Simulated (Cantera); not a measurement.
Stirred combustor or abatement burner

A perfectly stirred reactor is fed with 9.66 % H₂, 7.55 % O₂, 74.0 % N₂, 8.79 % H₂O, equivalence ratio 0.64, at 1.70 bar; it is adiabatic with a 425 K inlet, and is followed from long to short residence time, starting on the burning branch (τ in s: 0.1, 0.042, 0.017, 0.0068, 0.0027, 0.0011, 0.00045, 0.00018, 7.2e-05, 2.9e-05, 1.2e-05).

Model: the H2/O2 subset of GRI-Mech 3.0, which has no nitrogen chemistry, integrated in Cantera.

```json
[
 {"τ (s)": "0.10", "T (K)": "1161", "x H₂": "0.00195", "x O₂": "0.0294", "x H₂O": "0.192", "x HO₂": "3.03e-5", "x H": "4.36e-6"},
 {"τ (s)": "0.042", "T (K)": "1148", "x H₂": "0.00378", "x O₂": "0.0303", "x H₂O": "0.190", "x HO₂": "4.17e-5", "x H": "9.38e-6"},
 {"τ (s)": "0.017", "T (K)": "425", "x H₂": "0.0966", "x O₂": "0.0755", "x H₂O": "0.0879", "x HO₂": "<1e-12", "x H": "<1e-12"},
 {"τ (s)": "0.0068", "T (K)": "425", "x H₂": "0.0966", "x O₂": "0.0755", "x H₂O": "0.0879", "x HO₂": "<1e-12", "x H": "<1e-12"},
 {"τ (s)": "0.0027", "T (K)": "425", "x H₂": "0.0966", "x O₂": "0.0755", "x H₂O": "0.0879", "x HO₂": "<1e-12", "x H": "<1e-12"},
 {"τ (s)": "0.0011", "T (K)": "425", "x H₂": "0.0966", "x O₂": "0.0755", "x H₂O": "0.0879", "x HO₂": "<1e-12", "x H": "<1e-12"},
 {"τ (s)": "0.00045", "T (K)": "425", "x H₂": "0.0966", "x O₂": "0.0755", "x H₂O": "0.0879", "x HO₂": "<1e-12", "x H": "<1e-12"},
 {"τ (s)": "0.00018", "T (K)": "425", "x H₂": "0.0966", "x O₂": "0.0755", "x H₂O": "0.0879", "x HO₂": "<1e-12", "x H": "<1e-12"},
 {"τ (s)": "7.2e-5", "T (K)": "425", "x H₂": "0.0966", "x O₂": "0.0755", "x H₂O": "0.0879", "x HO₂": "<1e-12", "x H": "<1e-12"},
 {"τ (s)": "2.9e-5", "T (K)": "425", "x H₂": "0.0966", "x O₂": "0.0755", "x H₂O": "0.0879", "x HO₂": "<1e-12", "x H": "<1e-12"},
 {"τ (s)": "1.2e-5", "T (K)": "425", "x H₂": "0.0966", "x O₂": "0.0755", "x H₂O": "0.0879", "x HO₂": "<1e-12", "x H": "<1e-12"}
]
```
x: mole fraction; the columns are a selection and need not sum to one.
